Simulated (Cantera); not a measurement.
## Thermodynamics of titanium nitride, carbide and oxide coatings, feed Ti(OiPr)4 + O2 + H2

Feed: 1 mol Ti(OiPr)4, 1.1 mol O2, 2.1 mol H2, equilibrated at 1177 °C and 0.133 bar.

Method: chemical equilibrium by Gibbs-energy minimisation in Cantera with the NASA 1993 tables (ideal gas, pure condensed phases). Candidate condensed phases: C, C6H6, C7H8, C8H18, H2O, Ti, TiC, TiO, TiO2, Ti2O3, Ti3O5, Ti4O7; 113 gas species. The feed counts by its element totals alone. TiC: taken at fixed stoichiometry. Equilibrium is a limit: real reactors are often held back by kinetics, nucleation or transport.

| Property | Value |
|---|---|
| x(H2) | 0.722 |
| x(CO) | 0.278 |
| x(CH4) | 0.000229 |
| x(H2O) | 6.67e-5 |
| x(H) | 2.20e-5 |
| x(CO2) | 1.08e-5 |
| x(C2H2 (acetylene)) | 3.52e-6 |
| n(C(graphite)) | 4.80 mol |
| n(TiC(s)) | 1.00 mol |
| gas amount | 22.29 mol |
| log10 activity of Ti2O3(s) (absent) | -1.62 |
| log10 activity of Ti3O5(s) (absent) | -2.65 |
| log10 activity of Ti4O7(s) (absent) | -4.02 |
